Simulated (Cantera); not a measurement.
# Nitride etching: BN + H₂

Charge: 1 mol BN, 1.7 mol H₂, held at 16.0 mbar.

Method: chemical equilibrium by Gibbs-energy minimisation in Cantera with the NASA 1993 tables (ideal gas, pure condensed phases). Candidate condensed phases: B, BN; 15 gas species. Mutual solubility and eutectic melting of coexisting phases are not modelled. The tables' values for BH₂ are old estimates; treat these amounts as uncertain. Rates play no part.

```json
[
 {"T (K)": "773", "x H₂": "1.00", "x H": "7.17e-12", "x N₂": "<1e-12", "x BH₂": "<1e-12", "n BN(s)": "1.00", "n B(s)": "0"},
 {"T (K)": "923", "x H₂": "1.00", "x H": "1.93e-9", "x N₂": "<1e-12", "x BH₂": "1.19e-12", "n BN(s)": "1.00", "n B(s)": "0"},
 {"T (K)": "1073", "x H₂": "1.00", "x H": "1.11e-7", "x N₂": "2.99e-10", "x BH₂": "2.26e-10", "n BN(s)": "1.00", "n B(s)": "0"},
 {"T (K)": "1223", "x H₂": "1.000", "x H": "2.38e-6", "x N₂": "1.22e-8", "x BH₂": "1.63e-8", "n BN(s)": "1.00", "n B(s)": "0"},
 {"T (K)": "1373", "x H₂": "1.000", "x H": "2.63e-5", "x N₂": "2.50e-7", "x BH₂": "4.29e-7", "n BN(s)": "1.000", "n B(s)": "0"},
 {"T (K)": "1523", "x H₂": "1.000", "x H": "0.000183", "x N₂": "3.03e-6", "x BH₂": "5.67e-6", "n BN(s)": "1.000", "n B(s)": "0"},
 {"T (K)": "1673", "x H₂": "0.999", "x H": "0.000900", "x N₂": "2.39e-5", "x BH₂": "4.62e-5", "n BN(s)": "1.000", "n B(s)": "0"},
 {"T (K)": "1823", "x H₂": "0.996", "x H": "0.00342", "x N₂": "0.000404", "x BH₂": "0.000152", "n BN(s)": "0.999", "n B(s)": "0.00111"}
]
```
x: gas mole fraction; n: condensed amount in mol.

From 773 K to 1673 K the condensed part is BN(s). At 1823 K the condensed part is B(s) + BN(s).
